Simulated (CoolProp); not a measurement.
Oxygen at 988.61 K and 17.9 MPa is throttled through a valve to 10.7 MPa with no heat exchange. Each further row changes one setting.

The numbers come from the reference Helmholtz-energy equation of state, Schmidt 1985 in CoolProp.

```json
[
 {"case": "as stated", "temperature change (K)": "+2.2", "final phase": "supercritical", "final density (kg/m³)": "40.4"},
 {"case": "outlet pressure 3.21 MPa", "temperature change (K)": "+4.4", "final phase": "gas", "final density (kg/m³)": "12.3"},
 {"case": "outlet pressure 13.9 MPa", "temperature change (K)": "+1.2", "final phase": "supercritical", "final density (kg/m³)": "52.1"}
]
```

Above 300 K oxygen's equation is extrapolated.
